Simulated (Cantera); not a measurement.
Cantera run:

```python
import numpy as np
import cantera as ct

gas_names = """
    Br Br2 H HBr HO2 H2 H2O H2O2 O OH O2 O3
""".split()
cond_names = """
    Br2(cr) Br2(L) H2O(s) H2O(L)
""".split()


def load(file, names, dense=False):
    # The tables refer to 1 bar. Condensed volumes are neglected.
    table = {s.name: s for s in ct.Species.list_from_file(file)}
    out = []
    for n in names:
        d = dict(table[n].input_data)
        d["thermo"] = dict(d["thermo"], **{"reference-pressure": 1e5})
        if dense:
            d["equation-of-state"] = {"model": "constant-volume", "density": "1e6 g/cm^3"}
        out.append(ct.Species.from_dict(d))
    return out


gas = ct.Solution(thermo="ideal-gas", species=load("nasa_gas.yaml", gas_names))
cond = {s.name: ct.Solution(thermo="fixed-stoichiometry", species=[s], name=s.name)
        for s in load("nasa_condensed.yaml", cond_names, dense=True)}
atoms = {
    'HBr': {'H': 1, 'Br': 1},
    'H2O': {'H': 2, 'O': 1},
}
top_T = {}  # K; cautious upper limits of use, not melting points


def equilibrate(T, P, feed):
    n = {}
    for name, mol in feed.items():
        for a, k in atoms[name].items():
            n[a] = n.get(a, 0.0) + k * mol
    gas.TPX = T, P, n
    mass = sum(n.values()) * gas.mean_molecular_weight
    gas.equilibrate("TP")
    valid = [c for c in cond.values() if c.min_temp <= T <= top_T.get(c.name, c.max_temp)]
    mix = ct.Mixture([(gas, mass / gas.mean_molecular_weight)] + [(c, 0.0) for c in valid])
    mix.T, mix.P = T, P
    mix.equilibrate("TP", solver="vcs", rtol=1e-11, max_steps=5000)
    return mix


results = []
feed = {'HBr': 1, 'H2O': 1.2}  # mol
P = 280000  # Pa
for T in [2150, 2200, 2250, 2300, 2350, 2400, 2450, 2500, 2550, 2600, 2650, 2700, 2750]:
    mix = equilibrate(T, P, feed)
    results.append((T, P, feed, dict(zip(mix.species_names, mix.species_moles))))
    x = sorted(zip(gas.X, gas.species_names), reverse=True)
    print(f"T = {T:g} K  P = {P:g} Pa  gas = {mix.phase_moles(0):.4g} mol")
    print("   x: " + "  ".join(f"{s} {v:.3e}" for v, s in x if v > 1e-06))
    print("   condensed (mol): " + ("  ".join(f"{mix.phase(i).name} {mix.phase_moles(i):.4g}"
          for i in range(1, mix.n_phases) if mix.phase_moles(i) > 1e-12) or "none"))
```

Result:

```
T = 2150 K  P = 280000 Pa  gas = 2.292 mol
   x: H2O 5.226e-01  HBr 3.542e-01  Br 7.907e-02  H2 4.129e-02  Br2 1.505e-03  OH 8.372e-04  H 5.121e-04  O2 3.928e-05  O 7.318e-06
   condensed (mol): none
T = 2200 K  P = 280000 Pa  gas = 2.304 mol
   x: H2O 5.195e-01  HBr 3.427e-01  Br 8.842e-02  H2 4.600e-02  Br2 1.454e-03  OH 1.138e-03  H 7.219e-04  O2 5.927e-05  O 1.244e-05
   condensed (mol): none
T = 2250 K  P = 280000 Pa  gas = 2.317 mol
   x: H2O 5.162e-01  HBr 3.307e-01  Br 9.812e-02  H2 5.092e-02  OH 1.525e-03  Br2 1.398e-03  H 1.001e-03  O2 8.804e-05  O 2.069e-05
   condensed (mol): none
T = 2300 K  P = 280000 Pa  gas = 2.33 mol
   x: H2O 5.127e-01  HBr 3.184e-01  Br 1.081e-01  H2 5.600e-02  OH 2.019e-03  H 1.369e-03  Br2 1.339e-03  O2 1.288e-04  O 3.369e-05
   condensed (mol): none
T = 2350 K  P = 280000 Pa  gas = 2.344 mol
   x: H2O 5.088e-01  HBr 3.058e-01  Br 1.182e-01  H2 6.122e-02  OH 2.642e-03  H 1.844e-03  Br2 1.277e-03  O2 1.859e-04  O 5.380e-05
   condensed (mol): none
T = 2400 K  P = 280000 Pa  gas = 2.359 mol
   x: H2O 5.046e-01  HBr 2.930e-01  Br 1.285e-01  H2 6.655e-02  OH 3.418e-03  H 2.452e-03  Br2 1.213e-03  O2 2.647e-04  O 8.433e-05
   condensed (mol): none
T = 2450 K  P = 280000 Pa  gas = 2.375 mol
   x: H2O 5.000e-01  HBr 2.800e-01  Br 1.387e-01  H2 7.196e-02  OH 4.373e-03  H 3.221e-03  Br2 1.147e-03  O2 3.720e-04  O 1.299e-04
   condensed (mol): none
T = 2500 K  P = 280000 Pa  gas = 2.391 mol
   x: H2O 4.950e-01  HBr 2.671e-01  Br 1.489e-01  H2 7.744e-02  OH 5.539e-03  H 4.181e-03  Br2 1.081e-03  O2 5.162e-04  O 1.968e-04
   condensed (mol): none
T = 2550 K  P = 280000 Pa  gas = 2.409 mol
   x: H2O 4.896e-01  HBr 2.542e-01  Br 1.589e-01  H2 8.296e-02  OH 6.946e-03  H 5.369e-03  Br2 1.014e-03  O2 7.073e-04  O 2.933e-04
   condensed (mol): none
T = 2600 K  P = 280000 Pa  gas = 2.427 mol
   x: H2O 4.835e-01  HBr 2.415e-01  Br 1.687e-01  H2 8.852e-02  OH 8.625e-03  H 6.825e-03  O2 9.570e-04  Br2 9.484e-04  O 4.304e-04
   condensed (mol): none
T = 2650 K  P = 280000 Pa  gas = 2.446 mol
   x: H2O 4.768e-01  HBr 2.290e-01  Br 1.781e-01  H2 9.410e-02  OH 1.061e-02  H 8.593e-03  O2 1.278e-03  Br2 8.836e-04  O 6.221e-04  HO2 1.276e-06
   condensed (mol): none
T = 2700 K  P = 280000 Pa  gas = 2.466 mol
   x: H2O 4.694e-01  HBr 2.168e-01  Br 1.871e-01  H2 9.971e-02  OH 1.292e-02  H 1.072e-02  O2 1.685e-03  O 8.859e-04  Br2 8.202e-04  HO2 1.745e-06
   condensed (mol): none
T = 2750 K  P = 280000 Pa  gas = 2.488 mol
   x: H2O 4.611e-01  HBr 2.049e-01  Br 1.956e-01  H2 1.053e-01  OH 1.560e-02  H 1.327e-02  O2 2.191e-03  O 1.243e-03  Br2 7.588e-04  HO2 2.350e-06
   condensed (mol): none
```

Method: chemical equilibrium by Gibbs-energy minimisation in Cantera with the NASA 1993 tables (ideal gas, pure condensed phases).
